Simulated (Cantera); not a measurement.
Input (Python, Cantera) and output of one run.

```python
import numpy as np
import cantera as ct

gas_names = [...]  # 113 gases of nasa_gas.yaml made of C, F, H, Si
cond_names = """
    C(gr) C6H6(L) C7H8(L) C8H18(L),n-octa Si(cr) Si(L) SiC(b)
""".split()


# ... load() reads the species with a 1 bar reference pressure and builds the phases ...
atoms = {
    'CHF3': {'C': 1, 'H': 1, 'F': 3},
    'Si': {'Si': 1},
}
top_T = {'C(gr)': 4500, 'SiC(b)': 3050}  # K; cautious upper limits of use, not melting points


# ... equilibrate(T, P, feed) seeds the gas with the atoms and calls Mixture.equilibrate('TP', solver="vcs", rtol=1e-11, max_steps=5000) ...
results = []
feed = {'CHF3': 1, 'Si': 0.076}  # mol
T = 1523  # K
P = 9.2  # Pa
mix = equilibrate(T, P, feed)
results.append((T, P, feed, dict(zip(mix.species_names, mix.species_moles))))
x = sorted(zip(gas.X, gas.species_names), reverse=True)
print(f"T = {T:g} K  P = {P:g} Pa  gas = {mix.phase_moles(0):.4g} mol")
print("   x: " + "  ".join(f"{s} {v:.3e}" for v, s in x if v > 0.0001))
print("   condensed (mol): " + ("  ".join(f"{mix.phase(i).name} {mix.phase_moles(i):.4g}"
      for i in range(1, mix.n_phases) if mix.phase_moles(i) > 1e-12) or "none"))
```

Output:

```
T = 1523 K  P = 9.2 Pa  gas = 1.505 mol
   x: HF 6.644e-01  CF4 2.794e-01  SiF4 5.050e-02  CF2 3.302e-03  F 2.240e-03  CF3 1.620e-04
   condensed (mol): C(gr) 0.5743
```

These are equilibrium values from Cantera (NASA tables, ideal gas, pure condensed phases), not measurements of a reactor. Gases not in the tables: C2F6 and larger saturated fluorocarbons.
